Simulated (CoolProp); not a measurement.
Vapour-liquid equilibrium of ethylene (1) + propylene (2) at -91.05 °C; x and y are mole fractions of (1).

Computed with CoolProp (multi-fluid Helmholtz-energy mixture model, Smukala 2000 and Lemmon 2013; pair parameters Bell 2016).

| x | bubble pressure (MPa) | y at the bubble point | dew pressure at overall composition x (MPa) | liquid density (mol/L) |
|---|---|---|---|---|
| 0.05 | 0.01871 | 0.585 | 0.008527 | 15.89 |
| 0.15 | 0.03980 | 0.823 | 0.009493 | 16.25 |
| 0.25 | (withheld) | 0.896 | 0.01071 | 16.61 |
| 0.35 | 0.08051 | 0.931 | 0.01227 | 16.98 |
| 0.45 | 0.09986 | 0.952 | 0.01438 | 17.36 |
| 0.55 | 0.1186 | 0.966 | 0.01735 | 17.75 |
| 0.65 | 0.1368 | 0.976 | 0.02187 | 18.15 |
| 0.75 | 0.1550 | 0.984 | 0.02956 | 18.55 |
| 0.85 | (withheld) | 0.991 | (withheld) | 18.96 |
| 0.95 | 0.1924 | (withheld) | (withheld) | 19.37 |

### Question
Fill in the missing entries.

### Answer

- 0.25, bubble pressure (MPa): 0.06047
- 0.85, bubble pressure (MPa): 0.1733
- 0.85, dew pressure at overall composition x (MPa): 0.04557
- 0.95, y at the bubble point: 0.997
- 0.95, dew pressure at overall composition x (MPa): 0.09804

No azeotrope shows between x = 0.05 and 0.95.

Pair parameters are fitted to limited data, so mixtures are less certain than the pure fluids.
